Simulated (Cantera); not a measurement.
A Cantera script and its output.

```python
import numpy as np
import cantera as ct

gas = ct.Solution("gri30.yaml")
gas.TPX = 375, 100000, {'CH4': 1, 'CO': 1, 'O2': 2.27, 'N2': 9.32}
flame = ct.FreeFlame(gas, width=0.04)
flame.set_refine_criteria(ratio=3, slope=0.08, curve=0.16)
flame.transport_model = "mixture-averaged"
flame.solve(loglevel=0, auto=True)
z, T = flame.grid, flame.T
thick = (T[-1] - T[0]) / np.gradient(T, z).max()
show = ['CH4', 'CO', 'O2', 'C2H2', 'NO2', 'NO']
print(f"laminar burning velocity  {flame.velocity[0] * 100:.3f} cm/s")
print(f"burnt temperature         {T[-1]:.1f} K")
print(f"thermal thickness         {thick * 1e3:.4f} mm")
print(f"grid points               {len(z)}")
z0 = z[flame.heat_release_rate.argmax()]
print(f"{'z/mm':>9s}{'T/K':>9s}{'u/(m/s)':>9s}" + "".join(f"{s:>11s}" for s in show))
rows = []
for k in (-3, -2, -1.5, -1, -0.5, -0.25, 0, 0.25, 0.5, 1, 2, 4, 8):
    zz = z0 + k * thick
    rows.append([k * thick, np.interp(zz, z, T), np.interp(zz, z, flame.velocity),
                 *(np.interp(zz, z, flame.X[gas.species_index(s)]) for s in show)])
    print(f"{rows[-1][0] * 1e3:9.3f}{rows[-1][1]:9.1f}{rows[-1][2]:9.3f}" + "".join(f"{x:11.3e}" for x in rows[-1][3:]))
```

Result:

```
laminar burning velocity  62.182 cm/s
burnt temperature         2245.6 K
thermal thickness         0.3882 mm
grid points               155
     z/mm      T/K  u/(m/s)        CH4         CO         O2       C2H2        NO2         NO
   -1.165    375.0    0.622  7.355e-02  7.356e-02  1.670e-01  4.525e-11  1.131e-11  1.514e-11
   -0.776    375.6    0.624  7.345e-02  7.348e-02  1.668e-01  1.311e-09  3.045e-10  3.240e-10
   -0.582    378.7    0.630  7.317e-02  7.338e-02  1.664e-01  1.204e-08  2.589e-09  2.361e-09
   -0.388    413.3    0.690  7.131e-02  7.331e-02  1.641e-01  2.221e-07  3.670e-08  3.479e-08
   -0.194    785.1    1.326  5.404e-02  7.675e-02  1.391e-01  5.585e-06  7.397e-08  1.072e-06
   -0.097   1216.2    2.067  3.128e-02  8.360e-02  1.030e-01  1.862e-05  1.383e-08  2.963e-06
    0.000   1621.1    2.761  7.717e-03  8.869e-02  5.823e-02  4.069e-05  3.913e-09  6.314e-06
    0.097   1789.4    3.032  5.508e-04  7.838e-02  3.116e-02  7.818e-06  1.642e-09  1.061e-05
    0.194   1844.4    3.104  1.909e-05  6.508e-02  2.122e-02  2.214e-07  1.699e-09  1.374e-05
    0.388   1906.1    3.183  2.973e-08  5.255e-02  1.550e-02  1.530e-10  1.880e-09  1.766e-05
    0.776   1977.2    3.284  7.228e-12  4.683e-02  1.232e-02  2.261e-14  2.293e-09  2.306e-05
    1.553   2054.8    3.397  9.824e-16  4.344e-02  9.432e-03  5.931e-20  3.048e-09  3.099e-05
    3.106   2125.6    3.497  5.052e-16  3.965e-02  6.542e-03  4.757e-20  4.215e-09  4.254e-05
```

Detailed kinetics in Cantera: GRI-Mech 3.0 (53 species, 325 reactions). Burning velocities carry a grid error of a few per cent, more on coarse grids.
